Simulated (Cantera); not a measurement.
What does this Cantera script print?

```python
import numpy as np
import cantera as ct

gas_names = """
    CL CLO CL2 O O2 O3 Si SiCL SiCL2 SiCL3 SiCL4 SiO SiO2 Si2 Si3
""".split()
cond_names = """
    Si(cr) Si(L) SiO2(Lqz) SiO2(hqz) SiO2(L)
""".split()


# ... load() reads the species with a 1 bar reference pressure and builds the phases ...
atoms = {
    'SiCl4': {'Si': 1, 'CL': 4},
    'O2': {'O': 2},
}
top_T = {}  # K; cautious upper limits of use, not melting points


# ... equilibrate(T, P, feed) seeds the gas with the atoms and calls Mixture.equilibrate('TP', solver="vcs", rtol=1e-11, max_steps=5000) ...
results = []
feed = {'SiCl4': 1, 'O2': 19}  # mol
T = 525  # K
P = 100000  # Pa
mix = equilibrate(T, P, feed)
results.append((T, P, feed, dict(zip(mix.species_names, mix.species_moles))))
print(gas.report(threshold=0.001))
for i in range(1, mix.n_phases):
    print(f"{mix.phase(i).name:16s} {mix.phase_moles(i):12.5e} mol")
```

It prints:

```
       temperature   525 K
          pressure   1e+05 Pa
           density   0.82216 kg/m^3
  mean mol. weight   35.888 kg/kmol
   phase of matter   gas

                          1 kg             1 kmol
                     ---------------   ---------------
          enthalpy        1.9452e+05        6.9809e+06  J
   internal energy             72888        2.6158e+06  J
           entropy            6325.3          2.27e+05  J/K
    Gibbs function       -3.1262e+06        -1.122e+08  J
 heat capacity c_p            886.75             31824  J/K
 heat capacity c_v            655.08             23510  J/K

                      mass frac. Y      mole frac. X     chem. pot. / RT
                     ---------------   ---------------   ---------------
               CL2           0.19756               0.1           -29.694
                O2           0.80244               0.9           -25.259
     [  +13 minor]         3.486e-10         3.007e-10

Si(cr)            0.00000e+00 mol
SiO2(Lqz)         1.00000e+00 mol
```

These are equilibrium values from Cantera (NASA tables, ideal gas, pure condensed phases), not measurements of a reactor.
